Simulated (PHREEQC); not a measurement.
Solution (53 °C): 73 mmol/kgw CuSO4 and 0.095 mmol/kgw H2SO4. Closed to the air; pH follows from the charge balance.

The numbers come from PHREEQC with the ion-association model, wateq4f.dat.

Precipitation was switched off in this run.

Question: Estimate the pH, ionic strength.

Answer: pH 4.14; ionic strength 0.152 mol/kgw.

Question: In which forms is Cu present?

Answer: Cu+2 52 %, CuSO4 48 % of the Cu.

Constants without temperature data keep their 25 °C values here.
